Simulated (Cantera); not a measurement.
An adiabatic, constant-volume homogeneous reactor starts with CO : H₂ : O₂ : N₂ = 1 : 0.95 : 1.17 : 14.1 (molar parts), at 1625 K and 1.00 atm. Integrator tolerance rtol = 1e-08.

Computed with Cantera and GRI-Mech 3.0 (53 species, 325 reactions).

Q: What does this change do: initial temperature 1625 to 1323 K?

A: 
```json
[
 {"quantity": "time of steepest temperature rise", "before": "26.7 µs", "after": "72.6 µs"},
 {"quantity": "temperature at 3.00 s", "before": "2477 K", "after": "2300 K"},
 {"quantity": "equilibrium temperature", "before": "2477 K", "after": "2300 K"},
 {"quantity": "x(CO) at 3.00 s", "before": "0.0113 (gas-phase equilibrium 0.0113)", "after": "0.00468 (gas-phase equilibrium 0.00468)"},
 {"quantity": "x(H₂) at 3.00 s", "before": "0.00198 (gas-phase equilibrium 0.00198)", "after": "0.000829 (gas-phase equilibrium 0.000829)"},
 {"quantity": "x(O₂) at 3.00 s", "before": "0.0140 (gas-phase equilibrium 0.0140)", "after": "0.0120 (gas-phase equilibrium 0.0120)"},
 {"quantity": "x(N₂O) at 3.00 s", "before": "4.19e-7 (gas-phase equilibrium 4.19e-7)", "after": "2.95e-7 (gas-phase equilibrium 2.95e-7)"},
 {"quantity": "x(O) at 3.00 s", "before": "0.00127 (gas-phase equilibrium 0.00127)", "after": "0.000424 (gas-phase equilibrium 0.000424)"}
]
```

Q: What does this change do: initial temperature 1625 to 1200 K?

A: 
| quantity | before | after |
|---|---|---|
| time of steepest temperature rise | 26.7 µs | 0.129 ms |
| temperature at 3.00 s | 2477 K | 2218 K |
| equilibrium temperature | 2477 K | 2218 K |
| x(CO) at 3.00 s | 0.0113 (gas-phase equilibrium 0.0113) | 0.00281 (gas-phase equilibrium 0.00281) |
| x(H₂) at 3.00 s | 0.00198 (gas-phase equilibrium 0.00198) | 0.000512 (gas-phase equilibrium 0.000512) |
| x(O₂) at 3.00 s | 0.0140 (gas-phase equilibrium 0.0140) | 0.0115 (gas-phase equilibrium 0.0115) |
| x(N₂O) at 3.00 s | 4.19e-7 (gas-phase equilibrium 4.19e-7) | 2.51e-7 (gas-phase equilibrium 2.51e-7) |
| x(O) at 3.00 s | 0.00127 (gas-phase equilibrium 0.00127) | 0.000245 (gas-phase equilibrium 0.000245) |
